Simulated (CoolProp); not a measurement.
Cyclopentane along the isobar 0.101 MPa: fugacity coefficient from the reference equation and from simpler models built on Tc = 238.6 °C, pc = 4.583 MPa, ω = 0.202; each cubic takes its own stable root.

Model: reference Helmholtz-energy equation of state, Gedanitz 2015, in CoolProp.

```
T (°C)   phase  reference
------  ------  ---------
-42.85  liquid    0.01129
-21.25  liquid    0.04562
0.35    liquid     0.1426
21.95   liquid     0.3660
43.55   liquid     0.8045
65.15      gas     0.9710
86.75      gas     0.9762
108.35     gas     0.9802
129.95     gas     0.9833
151.55     gas     0.9859
173.15     gas     0.9879
194.75     gas     0.9896
```

How far does each simpler model (van der Waals, Soave-Redlich-Kwong) lie from the reference over these 12 states: mean and median of the absolute difference, and the worst?


- van der Waals: mean 655.7 %, median 1.1 %, worst +5072.7 % at -42.85 °C and 0.101 MPa
- Soave-Redlich-Kwong: mean 1.4 %, median 0.3 %, worst -4.7 % at -42.85 °C and 0.101 MPa

At some of these states van der Waals gives the other phase, because its saturation line lies elsewhere.
